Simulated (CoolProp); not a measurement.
A closed Brayton cycle with dry air: compressor inlet 330.15 K and 2.3 MPa, high pressure 4.52 MPa, turbine inlet 805 K, compressor efficiency 0.89, turbine efficiency 0.9, recuperator effectiveness 0.95 (on enthalpy, no pinch check). Each further row changes one setting.

Computed with CoolProp (reference Helmholtz-energy equation of state, Lemmon 2000). It is a pseudo-pure fit of the blend.

```
case                           thermal efficiency (%)  net work (kJ/kg)  compressor to turbine work  compressor exit (K)  turbine exit (K)
-----------------------------  ----------------------  ----------------  --------------------------  -------------------  ----------------
as stated                                        34.4              50.5                        0.61                409.4             686.3
turbine inlet 755 K                              31.0               ___                        0.65                409.4             642.5
compressor inlet 340.15 K                        32.8              48.0                        0.63                421.7             686.3
high pressure 3.84 MPa                           35.0               ___                         ___                388.9               ___
recuperator effectiveness 0.5                     ___              50.5                        0.61                409.4             686.3
```

Task: Complete the blanks.

Result: 
- turbine inlet 755 K, net work (kJ/kg): 42.3
- high pressure 3.84 MPa, net work (kJ/kg): 41.8
- high pressure 3.84 MPa, compressor to turbine work: 0.59
- high pressure 3.84 MPa, turbine exit (K): 713.3
- recuperator effectiveness 0.5, thermal efficiency (%): 18.2
